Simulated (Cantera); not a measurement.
## Thermodynamics of roasting and sulfation, feed FeS + SO3 + N2 + H2S

A closed system holds: 1 mol FeS, 1.1 mol SO3, 9.4 mol N2, a varied amount of H2S, held at 1200 °C and 0.100 bar.

Cantera equilibrium calculation (NASA polynomials, part measured and part estimated; ideal gas, pure solids and liquids). Candidate condensed phases: Fe, FeO, Fe(OH)2, Fe(OH)3, FeS, FeSO4, FeS2, Fe2O3, Fe2(SO4)3, Fe3O4, H2O, H2SO4, S; 38 gas species. Metal and sulfide melt together well below either melting point, which pure phases cannot show. Mutual solubility and eutectic melting of coexisting phases are not modelled. The tables' stoichiometric FeO is somewhat more stable than real wüstite, so its field is too wide. FeO, FeS: taken at fixed stoichiometry. Rates play no part.

From 0.33 mol H2S to 0.98 mol H2S the condensed part is FeO(s) + FeS(l). From 1.3 mol H2S to 3.6 mol H2S the condensed part is FeS(l). The main Fe-bearing gas is Fe(OH)2 throughout.

| n(H2S) (mol) | log p N2 | log p H2O | log p S2 | log p SO2 | log p H2 | log p H2S | n FeO(s) | n FeS(l) |
|---|---|---|---|---|---|---|---|---|
| 0.33 | -1.08 | -2.60 | -2.29 | -2.03 | -3.54 | -4.06 | 0.867 | 0.133 |
| 0.65 | -1.10 | -2.32 | -2.29 | -2.04 | -3.25 | -3.78 | 0.579 | 0.421 |
| 0.98 | -1.11 | -2.15 | -2.30 | -2.05 | -3.08 | -3.61 | 0.281 | 0.719 |
| 1.3 | -1.12 | -2.04 | -2.30 | -2.06 | -2.97 | -3.50 | 0 | 1.000 |
| 1.6 | -1.13 | -1.98 | -2.20 | -2.13 | -2.84 | -3.32 | 0 | 1.000 |
| 2 | -1.15 | -1.91 | -2.10 | -2.21 | -2.71 | -3.14 | 0 | 1.000 |
| 2.3 | -1.16 | -1.87 | -2.04 | -2.28 | -2.62 | -3.02 | 0 | 1.000 |
| 2.6 | -1.18 | -1.84 | -2.00 | -2.36 | -2.54 | -2.92 | 0 | 1.000 |
| 2.9 | -1.19 | -1.82 | -1.96 | -2.43 | -2.47 | -2.83 | 0 | 1.000 |
| 3.3 | -1.20 | -1.80 | -1.92 | -2.54 | -2.39 | -2.73 | 0 | 1.000 |
| 3.6 | -1.21 | -1.78 | -1.89 | -2.62 | -2.33 | -2.66 | 0 | 1.000 |
log p: log10 of the partial pressure in bar; n: condensed amount in mol.
